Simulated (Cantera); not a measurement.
An isothermal, constant-pressure homogeneous reactor starts with 27.8 % C2H4, 72.2 % H2, at 1225 K and 13300 Pa.

Detailed kinetics in Cantera: GRI-Mech 3.0 (53 species, 325 reactions). GRI-Mech 3.0 was tuned for natural gas; its chemistry of ethylene as a main component is partial and can be far from experiment. GRI-Mech 3.0 stops at C3 and has no aromatics, soot or wall deposition, so with more carbon than oxygen in the feed, carbon stays in small species such as C2H2 where larger ones or solid carbon would form.

Predict: x(C2H4) at 4.00 s; x(H2) at 4.00 s; x(H) at 4.00 s.


| Quantity | Value |
|---|---|
| x(C2H4) at 4.00 s | 0.0952 (gas-phase equilibrium 0.0394) |
| x(H2) at 4.00 s | 0.716 (gas-phase equilibrium 0.488) |
| x(H) at 4.00 s | 5.09e-6 (gas-phase equilibrium 6.00e-7) |
